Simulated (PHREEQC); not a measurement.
Solution (25 °C): 0.00034 mol CdSO4, 0.00075 mol Na2SO4 and 0.00022 mol MnSO4 per kg of water. Closed to the air; pH follows from the charge balance.

Model: ion-association model, phreeqc.dat, run in PHREEQC.

Precipitation was switched off in this run.

### Question
Order these S species by the share of S that they hold, largest first: SO4-2, Cd(SO4)2-2, CdSO4, MnSO4, NaSO4-.

### Answer
SO4-2 (93 %), CdSO4 (4.4 %), MnSO4 (1.9 %), NaSO4- (0.53 %), Cd(SO4)2-2 (0.12 %)

### Question
Order these Cd species by the share of Cd that they hold, largest first: Cd+2, Cd(SO4)2-2, CdSO4.

### Answer
Cd+2 (83 %), CdSO4 (17 %), Cd(SO4)2-2 (0.23 %)

The pH is 6.77 and the ionic strength 0.00415 mol/kgw. Complexes and solids missing from the database can't appear.
